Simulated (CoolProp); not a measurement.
Vapour-liquid equilibrium of isohexane (1) + n-heptane (2) at 354.8 K; x and y are mole fractions of (1).

Model: multi-fluid Helmholtz-energy mixture model, Lemmon 2006 and Span 2003; pair parameters Bell 2016, in CoolProp.

| x | bubble pressure, mixture model (kPa) | bubble pressure, Raoult's law (kPa) | y, mixture model | y, Raoult's law |
|---|---|---|---|---|
| 0.05 | 66.72 | 66.83 | 0.138 | 0.143 |
| 0.125 | 76.29 | 76.65 | ___ | 0.312 |
| 0.2 | 85.82 | 86.47 | 0.428 | 0.442 |
| 0.275 | 95.34 | 96.30 | 0.530 | 0.546 |
| 0.35 | 104.9 | 106.1 | ___ | 0.631 |
| 0.425 | 114.5 | 115.9 | 0.685 | 0.701 |
| 0.5 | 124.2 | 125.8 | 0.746 | 0.760 |
| 0.575 | 134.0 | 135.6 | 0.799 | 0.811 |
| 0.65 | ___ | 145.4 | 0.845 | 0.855 |
| 0.725 | ___ | 155.2 | ___ | 0.893 |
| 0.8 | ___ | 165.1 | ___ | 0.927 |
| 0.875 | ___ | 174.9 | 0.954 | 0.957 |
| 0.95 | 184.4 | 184.7 | 0.982 | 0.984 |

Task: Some entries are withheld; supply them.

Result: 
- 0.125, y, mixture model: 0.301
- 0.35, y, mixture model: 0.614
- 0.65, bubble pressure, mixture model (kPa): 143.8
- 0.725, bubble pressure, mixture model (kPa): 153.8
- 0.725, y, mixture model: 0.885
- 0.8, bubble pressure, mixture model (kPa): 163.9
- 0.8, y, mixture model: 0.921
- 0.875, bubble pressure, mixture model (kPa): 174.1

The largest gap from Raoult's law is -1.3 % in bubble pressure, at x = 0.5. No azeotrope shows between x = 0.05 and 0.95.

Pair parameters are fitted to limited data, so mixtures are less certain than the pure fluids.
